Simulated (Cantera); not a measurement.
Feed: 1 mol BF₃, 15 mol H₂, 58 mol N₂, equilibrated at 1575 K and 1.00 bar.

Method: chemical equilibrium by Gibbs-energy minimisation in Cantera with the NASA 1993 tables (ideal gas, pure condensed phases). Candidate condensed phases: B, BN; 31 gas species. The tables' values for BF₂ are old estimates; treat these amounts as uncertain. Rates play no part.

Base state: N₂ 0.782, H₂ 0.197, HF 0.0102, BF₃ 0.00992, BHF₂ 0.000235, BF₂ 6.37e-5, H 1.85e-5 (mole fractions); condensed: BN(s).

### Question
What changes in the equilibrium state with this change: H₂ from 15 to 1.1 mol?

### Answer
```csv
species,before,after
N₂,0.782,0.964
H₂,0.197,0.0165
BF₃,0.00992,0.0154
HF,0.0102,0.00352
H,1.85e-5,5.34e-6
BHF₂,0.000235,8.76e-5
"BN(s), mol",0.244,0.0671
```
